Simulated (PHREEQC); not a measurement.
PHREEQC input (ion-association model, wateq4f.dat):

```
SOLUTION_MASTER_SPECIES
  An  An-  0  An  62.0  # stands for a non-complexing anion
SOLUTION_SPECIES
  An- = An-
    -log_k 0
    -gamma 3.0 0
PHASES
  Fix_H+
    H+ = H+
    -log_k 0
SOLUTION 1
  temp 25
  units mmol/kgw
  pH 7 charge
  Cl 0.88
  Mn(2) 0.44
  Na 5
  An 5
END
SELECTED_OUTPUT 1
  -reset false
  -pH true
  -pe true
  -ionic_strength true
  -water true
  -totals Cl Mn Na Mn(2) Mn(3) Mn(6) Mn(7)
  -molalities Hfo_wOH Hfo_wOH2+ Hfo_wO- Hfo_sOH Hfo_sOH2+ Hfo_sO- Hfo_sOMn+ Hfo_wOMn+
  -saturation_indices Pyrochroite Halite
USER_PUNCH 1
  -headings sigma psi
  10 PUNCH EDL("sigma", "Hfo"), EDL("psi", "Hfo")
PRINT
  -reset false
USE solution 1
SURFACE 1
  Hfo_wOH 0.00269663 600 1.2
  Hfo_sOH 6.74157e-05
EQUILIBRIUM_PHASES 1
  Fix_H+ -3 HAn 10
    -force_equality true
END
# ... the last block is repeated for the other 12 points of pH, with NaOH or the acid as the point needs
```

Selected output (columns that matter, 13 of 13 rows; pH added in front):

```
pH	mu	Cl	Mn	Na	m_Hfo_wOH	m_Hfo_wOH2+	m_Hfo_wO-	m_Hfo_sOH	m_Hfo_sOH2+	m_Hfo_sO-	si_Pyrochroite	si_Halite	sigma	psi
3	0.0085838	0.00088	0.00044	0.005	0.00039722	0.0022978	1.5731e-06	9.9305e-06	5.7445e-05	3.9327e-08	-12.718	-7.0231	0.31544	0.20869
3.5	0.0076297	0.00088	0.00044	0.005	0.00079119	0.0018979	7.5559e-06	1.9779e-05	4.7445e-05	1.8889e-07	-11.71	-7.0189	0.25967	0.20172
4	0.0071668	0.00088	0.00043998	0.005	0.0012057	0.0014683	2.268e-05	3.0131e-05	3.6694e-05	5.668e-07	-10.706	-7.0167	0.19858	0.18956
4.5	0.0068873	0.00088	0.00043982	0.005	0.0015506	0.0010958	5.0267e-05	3.8664e-05	2.7323e-05	1.2534e-06	-9.7035	-7.0153	0.14363	0.17396
5	0.0066952	0.00088	0.00043868	0.005	0.0017932	0.00081273	9.064e-05	4.3981e-05	1.9933e-05	2.223e-06	-8.7029	-7.0143	0.099324	0.1558
5.5	0.0065408	0.00088	0.00043121	0.005	0.0019419	0.00061362	0.00014079	4.2442e-05	1.3411e-05	3.077e-06	-7.7089	-7.0135	0.065931	0.13549
6	0.0063665	0.00088	0.00040334	0.005	0.0020231	0.00047318	0.00019815	2.4772e-05	5.7939e-06	2.4263e-06	-6.7363	-7.0126	0.042223	0.11364
6.5	0.0061887	0.00088	0.00036444	0.005	0.0020491	0.00037477	0.00025667	6.0384e-06	1.1044e-06	7.5637e-07	-5.7786	-7.0116	0.026	0.090379
7	0.0061005	0.00088	0.00028077	0.0052007	0.0019973	0.0002823	0.00032373	1.1218e-06	1.5856e-07	1.8183e-07	-4.8911	-6.9939	0.015784	0.067422
7.5	0.0059635	0.00087999	0.00011954	0.0055699	0.0018344	0.00017976	0.00042885	3.8449e-07	3.7677e-08	8.9885e-08	-4.2608	-6.9632	0.0095571	0.047254
8	0.0058873	0.00087999	2.2911e-05	0.0058024	0.0017035	0.00012943	0.00051362	2.5924e-07	1.9697e-08	7.8161e-08	-3.9781	-6.9449	0.0044006	0.024213
8.5	0.0058879	0.00087999	2.7712e-06	0.0058814	0.0016584	0.00011366	0.00055437	2.3874e-07	1.6361e-08	7.9803e-08	-3.8974	-6.939	-0.00047592	-0.0027152
9	0.0059122	0.00087999	3.0841e-07	0.0059325	0.0016335	0.00010428	0.00058619	2.3361e-07	1.4913e-08	8.3831e-08	-3.8571	-6.9354	-0.0056685	-0.03047
```

The oxide is taken as insoluble; below pH 4 it would dissolve.
